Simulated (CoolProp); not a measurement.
Vapour-liquid equilibrium of acetone (1) + n-decane (2) at 187.55 °C; x and y are mole fractions of (1).

Values from CoolProp's multi-fluid Helmholtz-energy mixture model, Lemmon 2006 and Lemmon 2006; pair parameters Bell 2016.

Task: Give the bubble pressure and the first vapour's composition at x = 0.15, 0.45, 0.75. Is there an azeotrope?

Result: x = 0.15: 506.8 kPa, y = 0.722; x = 0.45: 1154 kPa, y = 0.886; x = 0.75: 1678 kPa, y = 0.942. No azeotrope shows between x = 0.05 and 0.95.

The pair parameters rest on a limited set of measurements; away from them the model extrapolates. The gap from Raoult's law changes sign with composition, which may be real or a fault of the pair parameters; it wasn't checked against measurements.
